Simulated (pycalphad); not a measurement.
An equivalent pycalphad script:

```python
from pycalphad import Database, equilibrium, calculate, variables as v
import numpy as np
db = Database('COST507.tdb')
comps = ['TI', 'AL', 'C', 'VA']
phases = ['AL11TI5', 'AL2TI', 'AL3M_D022', 'AL4C3', 'ALM_D019', 'ALTI', 'BCC_A2', 'FCC_A1', 'GRAPHITE', 'HCP_A3', 'LIQUID']
eq = equilibrium(db, comps, phases, {v.X('AL'): 0.0558, v.X('C'): 0.0274, v.T: np.arange(2850, 499, -40), v.P: 101325, v.N: 1}, output=['HM', 'SM'])
```

CALPHAD calculation (pycalphad, COST 507 light-alloy database (1999)), 1 atm. No gas phase is included, though pure Al would boil below 2850 K. The database dates from 1999; later assessments differ in places, in temperatures and in the compounds included. Not assessed as a whole: an extrapolation from subsystems, which can miss ternary compounds. Amounts are mole fractions of atoms. Diffusion is slow at the low end, where real alloys seldom reach equilibrium.

Results at three of the temperatures:

```
T = 2810.00 K, P = 101325 Pa, N = 1 mol of atoms
G = -222574 J/mol, H = 100679 J/mol, S = 115.04 J/(mol K)  (SER reference)
chemical potentials (J/mol): Ti -215745, Al -272368, C -349643
phase             fraction      x(Ti)      x(Al)       x(C)
LIQUID              1.0000     0.9168     0.0558     0.0274
```

```
T = 1970.00 K, P = 101325 Pa, N = 1 mol of atoms
G = -132249 J/mol, H = 62595 J/mol, S = 98.91 J/(mol K)  (SER reference)
chemical potentials (J/mol): Ti -124967, Al -192016, C -254212
phase             fraction      x(Ti)      x(Al)       x(C)
LIQUID              0.9940     0.9182     0.0561     0.0257
FCC_A1              0.0060     0.6818   7.38e-08     0.3182
```

```
T = 1050.00 K, P = 101325 Pa, N = 1 mol of atoms
G = -58877 J/mol, H = 9820 J/mol, S = 65.43 J/(mol K)  (SER reference)
chemical potentials (J/mol): Ti -48745, Al -139294, C -234135
phase             fraction      x(Ti)      x(Al)       x(C)
HCP_A3              0.9238     0.9390     0.0604   0.000575
FCC_A1              0.0762     0.6476   3.81e-13     0.3524
```

Changes of the phase set, refined by bisection:

```
T (K)               phases above              phases below
------  ------------------------  ------------------------
1987.5                    LIQUID           FCC_A1 + LIQUID
1948.5           FCC_A1 + LIQUID  BCC_A2 + FCC_A1 + LIQUID
1943.4  BCC_A2 + FCC_A1 + LIQUID           BCC_A2 + FCC_A1
1237.6           BCC_A2 + FCC_A1  BCC_A2 + FCC_A1 + HCP_A3
1219.3  BCC_A2 + FCC_A1 + HCP_A3           FCC_A1 + HCP_A3
```

FCC_A1 is fcc; BCC_A2 is bcc; HCP_A3 is hcp. The fcc model also describes the rock-salt carbide or nitride (TiC, TiN, HfC).
